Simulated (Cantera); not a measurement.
## Premixed flame

A freely propagating, adiabatic, planar premixed flame of 51.2 % H2, 10.2 % O2, 38.5 % N2, equivalence ratio 2.5, unburnt at 723 K and 1.80 bar; mixture-averaged transport, grid criteria slope 0.08 and curve 0.16, no radiation.

Cantera simulation using the H2/O2 subset of GRI-Mech 3.0, which has no nitrogen chemistry; the numbers are that mechanism's predictions, not measurements. Burning velocities carry a grid error of a few per cent, more on coarse grids.

```tsv
z (mm)	T (K)	u (m/s)	x H2	x O2	x H2O	x HO2	x H	x OH
-0.720	723	12.5	0.512	0.102	<1e-8	<1e-8	<1e-8	<1e-8
-0.480	723	12.5	0.512	0.102	<1e-8	<1e-8	<1e-8	<1e-8
-0.360	723	12.5	0.512	0.102	<1e-8	4.14e-8	<1e-8	<1e-8
-0.240	723	12.5	0.512	0.102	5.82e-7	3.46e-6	9.22e-7	<1e-8
-0.120	748	12.9	0.509	0.102	0.00136	0.000260	0.000596	6.80e-5
-0.0600	926	15.7	0.481	0.0964	0.0184	0.000193	0.00910	0.000498
0	1285	21.2	0.392	0.0626	0.0911	9.24e-5	0.0459	0.00189
0.0600	1549	25.3	0.311	0.0172	0.179	2.50e-5	0.0793	0.00305
0.120	1664	27.1	0.292	0.00326	0.208	4.56e-6	0.0830	0.00311
0.240	1771	28.6	0.295	0.000343	0.215	4.96e-7	0.0724	0.00325
0.480	1881	30.1	0.305	0.000144	0.218	2.29e-7	0.0571	0.00320
0.960	1987	31.6	0.315	8.44e-5	0.220	1.44e-7	0.0418	0.00283
1.92	2076	32.8	0.324	4.24e-5	0.223	7.97e-8	0.0285	0.00223
```
x: mole fraction of selected species; z is measured from the peak of heat release.

| Quantity | Value |
|---|---|
| laminar burning velocity | 1250 cm/s |
| thermal thickness | 0.240 mm |
| peak x(HO2) | 0.000273 |
| peak x(H) | 0.0836 |
| peak x(OH) | 0.00327 |
| grid points | 132 |
